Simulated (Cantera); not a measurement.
A closed system holds: 1 mol SiHCl3, 17 mol N2, at 1.33 mbar.

Cantera equilibrium calculation (NASA polynomials, part measured and part estimated; ideal gas, pure solids and liquids). Candidate condensed phases: NH4Cl, Si, Si3N4; 28 gas species. N2 is the only nitrogen source here; it is nearly inert below about 1500 K, so the nitride shown seldom forms there in practice. Equilibrium is a limit: real reactors are often held back by kinetics, nucleation or transport.

What share of the Si ends up in condensed phases as a function of T (K), at 925, 1000, 1075, 1150, 1225, 1300, 1375?


```
T (K)  Si condensed (%)        as
-----  ----------------  --------
925                47.2  Si3N4(s)
1000               47.5  Si3N4(s)
1075               47.5  Si3N4(s)
1150               46.7  Si3N4(s)
1225               42.9  Si3N4(s)
1300               30.6  Si3N4(s)
1375                9.7  Si3N4(s)
```
